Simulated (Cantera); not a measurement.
Input: 1 mol NaCl, 3.1 mol H2, equilibrated at 1825 K and 7.50 Torr.

These are equilibrium values from Cantera (NASA tables, ideal gas, pure condensed phases), not measurements of a reactor. Candidate condensed phases: Na, NaCl; 10 gas species. The numbers say what is thermodynamically allowed, not how fast it happens.

Base state: H2 0.727, NaCl 0.210, Na 0.0300, HCl 0.0299, H 0.00375, Cl 0.000118, Na2Cl2 6.61e-5, NaH 1.71e-5 (mole fractions); condensed: gas only.

Task: What changes in the equilibrium state with this change: temperature from 1825 K to 1875 K?

Result: 
```csv
species,before,after
H2,0.727,0.720
NaCl,0.210,0.204
Na,0.0300,0.0351
HCl,0.0299,0.0349
Cl,0.000118,0.000204
Na2Cl2,6.61e-5,4.45e-5
```
